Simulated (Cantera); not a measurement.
A closed system holds: 1 mol TiO2, 0.34 mol SiCl4, 4.8 mol O2, equilibrated at 1550 K and 260 Pa.

Method: chemical equilibrium by Gibbs-energy minimisation in Cantera with the NASA 1993 tables (ideal gas, pure condensed phases). Mutual solubility and eutectic melting of coexisting phases are not modelled. The tables hold silica as quartz up to 1696 K and as liquid above; real silica turns to tridymite and cristobalite and melts near 1996 K. Condensed phases not in the tables: alloys, solid solutions and most ternary compounds. Kinetics and transport are ignored.

```
species                before     after
-------------------  --------  --------
O2                      0.779     0.922
Cl                      0.204    0.0755
Cl2                    0.0166   0.00226
ClO                  0.000212   8.54e-5
O                    0.000135  0.000147
SiO2(β-quartz), mol     0.340     0.340
TiO2(rutile), mol       1.000     1.000
```
Gas species are given as mole fractions.

Q: Name the change that produced these shifts.
A. SiCl4 from 0.34 to 0.42 mol
B. temperature from 1550 K to 1348 K
C. O2 from 4.8 to 16 mol
D. temperature from 1550 K to 1248 K

A: C, O2 from 4.8 to 16 mol
